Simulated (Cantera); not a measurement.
Input: 1 mol CH₂F₂, 1.2 mol H₂, held at 1198 K and 1.00 bar.

Cantera equilibrium calculation (NASA polynomials, part measured and part estimated; ideal gas, pure solids and liquids). Candidate condensed phases: C, C₆H₆, C₇H₈, C₈H₁₈; 95 gas species. The numbers say what is thermodynamically allowed, not how fast it happens.

Base state: HF 0.626, H₂ 0.371, CH₄ 0.00221 (mole fractions); condensed: C(graphite).

Question: What changes in the equilibrium state with this change: pressure from 1.00 bar to 0.00133 bar?

Answer: 
```
species            before    after
----------------  -------  -------
HF                  0.626    0.625
H₂                  0.371    0.375
CH₄               0.00221  3.01e-6
C(graphite), mol    0.993    1.000
```
